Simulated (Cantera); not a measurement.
A Cantera script and what it prints.

```python
import numpy as np
import cantera as ct

gas_names = """
    H HNO HNO2 HNO3 HO2 H2 H2O H2O2 N NH NH2 NH3 NH2OH NO NO2 NO3 N2 N2H2 N2H4 N2O O OH O2 O3 Si SiH
    SiH2 SiH3 SiH4 SiN SiO SiO2 Si2 Si2N Si3
""".split()
cond_names = """
    H2O(s) H2O(L) Si(cr) Si(L) SiO2(Lqz) SiO2(hqz) SiO2(L) Si2N2O(s) Si3N4(a)
""".split()


def load(file, names, dense=False):
    # The tables refer to 1 bar. Condensed volumes are neglected.
    table = {s.name: s for s in ct.Species.list_from_file(file)}
    out = []
    for n in names:
        d = dict(table[n].input_data)
        d["thermo"] = dict(d["thermo"], **{"reference-pressure": 1e5})
        if dense:
            d["equation-of-state"] = {"model": "constant-volume", "density": "1e6 g/cm^3"}
        out.append(ct.Species.from_dict(d))
    return out


gas = ct.Solution(thermo="ideal-gas", species=load("nasa_gas.yaml", gas_names))
cond = {s.name: ct.Solution(thermo="fixed-stoichiometry", species=[s], name=s.name)
        for s in load("nasa_condensed.yaml", cond_names, dense=True)}
atoms = {
    'Si3N4': {'Si': 3, 'N': 4},
    'H2O': {'H': 2, 'O': 1},
    'H2': {'H': 2},
}
top_T = {'Si2N2O(s)': 2100, 'Si3N4(a)': 2400}  # K; cautious upper limits of use, not melting points


def equilibrate(T, P, feed):
    n = {}
    for name, mol in feed.items():
        for a, k in atoms[name].items():
            n[a] = n.get(a, 0.0) + k * mol
    gas.TPX = T, P, n
    mass = sum(n.values()) * gas.mean_molecular_weight
    gas.equilibrate("TP")
    valid = [c for c in cond.values() if c.min_temp <= T <= top_T.get(c.name, c.max_temp)]
    mix = ct.Mixture([(gas, mass / gas.mean_molecular_weight)] + [(c, 0.0) for c in valid])
    mix.T, mix.P = T, P
    mix.equilibrate("TP", solver="vcs", rtol=1e-11, max_steps=5000)
    return mix


results = []
P = 101325  # Pa
for T in [900, 1000, 1100, 1200, 1300, 1400, 1500, 1600, 1700, 1800, 1900, 2000, 2100, 2200]:
    for m in [64, 78, 94, 110, 140, 170, 210, 250, 300, 370, 450]:
        feed = {'Si3N4': 1, 'H2O': 0.12, 'H2': m}  # mol
        mix = equilibrate(T, P, feed)
        results.append((T, P, feed, dict(zip(mix.species_names, mix.species_moles))))

for T, P, feed, n in results:
    print(f"{T:7g} {feed['H2']:10.4g}  " + (" + ".join(c for c in cond_names if n.get(c, 0) > 1e-12) or "gas only"))
```

Output:

```
    900         64  Si2N2O(s) + Si3N4(a)
    900         78  Si2N2O(s) + Si3N4(a)
    900         94  Si2N2O(s) + Si3N4(a)
    900        110  Si2N2O(s) + Si3N4(a)
    900        140  Si2N2O(s) + Si3N4(a)
    900        170  Si2N2O(s) + Si3N4(a)
    900        210  Si2N2O(s) + Si3N4(a)
    900        250  Si2N2O(s) + Si3N4(a)
    900        300  Si2N2O(s) + Si3N4(a)
    900        370  Si2N2O(s) + Si3N4(a)
    900        450  Si2N2O(s) + Si3N4(a)
   1000         64  Si2N2O(s) + Si3N4(a)
   1000         78  Si2N2O(s) + Si3N4(a)
   1000         94  Si2N2O(s) + Si3N4(a)
   1000        110  Si2N2O(s) + Si3N4(a)
   1000        140  Si2N2O(s) + Si3N4(a)
   1000        170  Si2N2O(s) + Si3N4(a)
   1000        210  Si2N2O(s) + Si3N4(a)
   1000        250  Si2N2O(s) + Si3N4(a)
   1000        300  Si2N2O(s) + Si3N4(a)
   1000        370  Si2N2O(s) + Si3N4(a)
   1000        450  Si2N2O(s) + Si3N4(a)
   1100         64  Si2N2O(s) + Si3N4(a)
   1100         78  Si2N2O(s) + Si3N4(a)
   1100         94  Si2N2O(s) + Si3N4(a)
   1100        110  Si2N2O(s) + Si3N4(a)
   1100        140  Si2N2O(s) + Si3N4(a)
   1100        170  Si2N2O(s) + Si3N4(a)
   1100        210  Si2N2O(s) + Si3N4(a)
   1100        250  Si2N2O(s) + Si3N4(a)
   1100        300  Si2N2O(s) + Si3N4(a)
   1100        370  Si2N2O(s) + Si3N4(a)
   1100        450  Si2N2O(s) + Si3N4(a)
   1200         64  Si2N2O(s) + Si3N4(a)
   1200         78  Si2N2O(s) + Si3N4(a)
   1200         94  Si2N2O(s) + Si3N4(a)
   1200        110  Si2N2O(s) + Si3N4(a)
   1200        140  Si2N2O(s) + Si3N4(a)
   1200        170  Si2N2O(s) + Si3N4(a)
   1200        210  Si2N2O(s) + Si3N4(a)
   1200        250  Si2N2O(s) + Si3N4(a)
   1200        300  Si2N2O(s) + Si3N4(a)
   1200        370  Si2N2O(s) + Si3N4(a)
   1200        450  Si2N2O(s) + Si3N4(a)
   1300         64  Si2N2O(s) + Si3N4(a)
   1300         78  Si2N2O(s) + Si3N4(a)
   1300         94  Si2N2O(s) + Si3N4(a)
   1300        110  Si2N2O(s) + Si3N4(a)
   1300        140  Si2N2O(s) + Si3N4(a)
   1300        170  Si2N2O(s) + Si3N4(a)
   1300        210  Si2N2O(s) + Si3N4(a)
   1300        250  Si2N2O(s) + Si3N4(a)
   1300        300  Si2N2O(s) + Si3N4(a)
   1300        370  Si2N2O(s) + Si3N4(a)
   1300        450  Si2N2O(s) + Si3N4(a)
   1400         64  Si2N2O(s) + Si3N4(a)
   1400         78  Si2N2O(s) + Si3N4(a)
   1400         94  Si2N2O(s) + Si3N4(a)
   1400        110  Si2N2O(s) + Si3N4(a)
   1400        140  Si2N2O(s) + Si3N4(a)
   1400        170  Si2N2O(s) + Si3N4(a)
   1400        210  Si2N2O(s) + Si3N4(a)
   1400        250  Si2N2O(s) + Si3N4(a)
   1400        300  Si2N2O(s) + Si3N4(a)
   1400        370  Si2N2O(s) + Si3N4(a)
   1400        450  Si2N2O(s) + Si3N4(a)
   1500         64  Si2N2O(s) + Si3N4(a)
   1500         78  Si2N2O(s) + Si3N4(a)
   1500         94  Si2N2O(s) + Si3N4(a)
   1500        110  Si2N2O(s) + Si3N4(a)
   1500        140  Si2N2O(s) + Si3N4(a)
   1500        170  Si2N2O(s) + Si3N4(a)
   1500        210  Si2N2O(s) + Si3N4(a)
   1500        250  Si2N2O(s) + Si3N4(a)
   1500        300  Si2N2O(s) + Si3N4(a)
   1500        370  Si2N2O(s) + Si3N4(a)
   1500        450  Si2N2O(s) + Si3N4(a)
   1600         64  Si2N2O(s) + Si3N4(a)
   1600         78  Si2N2O(s) + Si3N4(a)
   1600         94  Si2N2O(s) + Si3N4(a)
   1600        110  Si2N2O(s) + Si3N4(a)
   1600        140  Si(cr) + Si2N2O(s) + Si3N4(a)
   1600        170  Si(cr) + Si2N2O(s) + Si3N4(a)
   1600        210  Si(cr) + Si2N2O(s) + Si3N4(a)
   1600        250  Si(cr) + Si2N2O(s) + Si3N4(a)
   1600        300  Si(cr) + Si2N2O(s) + Si3N4(a)
   1600        370  Si(cr) + Si2N2O(s) + Si3N4(a)
   1600        450  Si(cr) + Si2N2O(s) + Si3N4(a)
   1700         64  Si(L) + Si2N2O(s) + Si3N4(a)
   1700         78  Si(L) + Si2N2O(s) + Si3N4(a)
   1700         94  Si(L) + Si2N2O(s) + Si3N4(a)
   1700        110  Si(L) + Si2N2O(s) + Si3N4(a)
   1700        140  Si(L) + Si2N2O(s) + Si3N4(a)
   1700        170  Si(L) + Si2N2O(s) + Si3N4(a)
   1700        210  Si(L) + Si2N2O(s) + Si3N4(a)
   1700        250  Si(L) + Si2N2O(s) + Si3N4(a)
   1700        300  Si(L) + Si2N2O(s) + Si3N4(a)
   1700        370  Si(L) + Si2N2O(s) + Si3N4(a)
   1700        450  Si(L) + Si2N2O(s) + Si3N4(a)
   1800         64  Si(L) + Si2N2O(s) + Si3N4(a)
   1800         78  Si(L) + Si2N2O(s) + Si3N4(a)
   1800         94  Si(L) + Si2N2O(s) + Si3N4(a)
   1800        110  Si(L) + Si2N2O(s) + Si3N4(a)
   1800        140  Si(L) + Si2N2O(s) + Si3N4(a)
   1800        170  Si(L) + Si2N2O(s) + Si3N4(a)
   1800        210  Si(L) + Si2N2O(s) + Si3N4(a)
   1800        250  Si(L) + Si2N2O(s)
   1800        300  Si(L)
   1800        370  Si(L)
   1800        450  Si(L)
   1900         64  Si(L)
   1900         78  Si(L)
   1900         94  Si(L)
   1900        110  Si(L)
   1900        140  Si(L)
   1900        170  Si(L)
   1900        210  Si(L)
   1900        250  Si(L)
   1900        300  Si(L)
   1900        370  Si(L)
   1900        450  Si(L)
   2000         64  Si(L)
   2000         78  Si(L)
   2000         94  Si(L)
   2000        110  Si(L)
   2000        140  Si(L)
   2000        170  Si(L)
   2000        210  Si(L)
   2000        250  Si(L)
   2000        300  Si(L)
   2000        370  Si(L)
   2000        450  Si(L)
   2100         64  Si(L)
   2100         78  Si(L)
   2100         94  Si(L)
   2100        110  Si(L)
   2100        140  Si(L)
   2100        170  Si(L)
   2100        210  Si(L)
   2100        250  Si(L)
   2100        300  Si(L)
   2100        370  Si(L)
   2100        450  Si(L)
   2200         64  Si(L)
   2200         78  Si(L)
   2200         94  Si(L)
   2200        110  Si(L)
   2200        140  Si(L)
   2200        170  Si(L)
   2200        210  Si(L)
   2200        250  Si(L)
   2200        300  Si(L)
   2200        370  Si(L)
   2200        450  Si(L)
```

Cantera equilibrium calculation (NASA polynomials, part measured and part estimated; ideal gas, pure solids and liquids). Mutual solubility and eutectic melting of coexisting phases are not modelled.
